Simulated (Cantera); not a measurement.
Cantera run:

```python
import numpy as np
import cantera as ct

gas_names = """
    N NO NO2 NO3 N2 N2O O O2 O3 Si SiN SiO SiO2 Si2 Si2N Si3
""".split()
cond_names = """
    Si(cr) Si(L) SiO2(Lqz) SiO2(hqz) SiO2(L) Si2N2O(s) Si3N4(a)
""".split()


# ... load() reads the species with a 1 bar reference pressure and builds the phases ...
atoms = {
    'Si': {'Si': 1},
    'N2O': {'N': 2, 'O': 1},
    'N2': {'N': 2},
}
top_T = {'Si2N2O(s)': 2100, 'Si3N4(a)': 2400}  # K; cautious upper limits of use, not melting points


# ... equilibrate(T, P, feed) seeds the gas with the atoms and calls Mixture.equilibrate('TP', solver="vcs", rtol=1e-11, max_steps=5000) ...
results = []
feed = {'Si': 1, 'N2O': 0.017, 'N2': 480}  # mol
T = 1750  # K
P = 30  # Pa
mix = equilibrate(T, P, feed)
results.append((T, P, feed, dict(zip(mix.species_names, mix.species_moles))))
print(gas.report(threshold=1e-05))
for i in range(1, mix.n_phases):
    print(f"{mix.phase(i).name:16s} {mix.phase_moles(i):12.5e} mol")
```

It prints:

```
       temperature   1750 K
          pressure   30 Pa
           density   5.7763e-05 kg/m^3
  mean mol. weight   28.016 kg/kmol
   phase of matter   gas

                          1 kg             1 kmol
                     ---------------   ---------------
          enthalpy        1.7143e+06        4.8028e+07  J
   internal energy         1.195e+06        3.3478e+07  J
           entropy             11235        3.1476e+05  J/K
    Gibbs function       -1.7947e+07        -5.028e+08  J
 heat capacity c_p            1265.2             35447  J/K
 heat capacity c_v            968.46             27132  J/K

                      mass frac. Y      mole frac. X     chem. pot. / RT
                     ---------------   ---------------   ---------------
                N2           0.99788           0.99794           -34.613
                Si         0.0019973         0.0019924           -6.0214
               SiN        2.6702e-05        1.7773e-05           -23.328
               SiO        5.5614e-05        3.5343e-05           -54.447
              Si2N        3.0163e-05        1.2042e-05           -29.349
     [  +11 minor]        9.4298e-06        4.5039e-06

Si(L)             0.00000e+00 mol
SiO2(L)           0.00000e+00 mol
Si2N2O(s)         0.00000e+00 mol
Si3N4(a)          0.00000e+00 mol
```

Equilibrium computed with Cantera from the NASA thermochemical tables; the gas is ideal and each condensed phase is pure. The tables' values for SiN are old estimates; treat these amounts as uncertain.
